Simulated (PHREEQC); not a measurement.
# Polishing slurry liquid: an equilibrium model

Solution (25 °C): 0.0025 mol/kgw KOH. Closed to the air; pH follows from the charge balance.

All values are PHREEQC results (ion-association model, phreeqc.dat), not measurements.

```json
{
  "pH": "11.37",
  "ionic_strength": "0.00250 mol/kgw",
  "specific_conductance": "653 µS/cm",
  "total_alkalinity": "2.50 meq/kg"
}
```

```csv
species,molality,activity,log γ
OH-,0.00250,0.00236,-0.024
K+,0.00250,0.00236,-0.024
```

Precipitation was switched off in this run. Complexes and solids missing from the database can't appear.
